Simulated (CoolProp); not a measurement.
A closed Brayton cycle with nitrogen: compressor inlet 310.15 K and 4.6 MPa, high pressure 12.9 MPa, turbine inlet 635 K, compressor efficiency 0.89, turbine efficiency 0.93, recuperator effectiveness 0.8 (on enthalpy, no pinch check). Each further row changes one setting.

The numbers come from the reference Helmholtz-energy equation of state, Span 2000 in CoolProp.

```json
[
 {"case": "as stated", "thermal efficiency (%)": "___", "net work (kJ/kg)": "35.3", "compressor to turbine work": "0.78", "compressor exit (K)": "431.4", "turbine exit (K)": "486.5"},
 {"case": "turbine inlet 585 K", "thermal efficiency (%)": "___", "net work (kJ/kg)": "22.2", "compressor to turbine work": "0.85", "compressor exit (K)": "431.4", "turbine exit (K)": "___"},
 {"case": "compressor inlet 320.15 K", "thermal efficiency (%)": "___", "net work (kJ/kg)": "30.9", "compressor to turbine work": "___", "compressor exit (K)": "445.1", "turbine exit (K)": "486.5"},
 {"case": "high pressure 11 MPa", "thermal efficiency (%)": "21.4", "net work (kJ/kg)": "35.5", "compressor to turbine work": "___", "compressor exit (K)": "___", "turbine exit (K)": "___"},
 {"case": "recuperator effectiveness 0.5", "thermal efficiency (%)": "17.9", "net work (kJ/kg)": "35.3", "compressor to turbine work": "0.78", "compressor exit (K)": "431.4", "turbine exit (K)": "486.5"}
]
```

**Question.** What belongs in the gaps?

**Answer.** 
- as stated, thermal efficiency (%): 19.7
- turbine inlet 585 K, thermal efficiency (%): 14.1
- turbine inlet 585 K, turbine exit (K): 447.0
- compressor inlet 320.15 K, thermal efficiency (%): 17.6
- compressor inlet 320.15 K, compressor to turbine work: 0.81
- high pressure 11 MPa, compressor to turbine work: 0.75
- high pressure 11 MPa, compressor exit (K): 410.2
- high pressure 11 MPa, turbine exit (K): 507.1
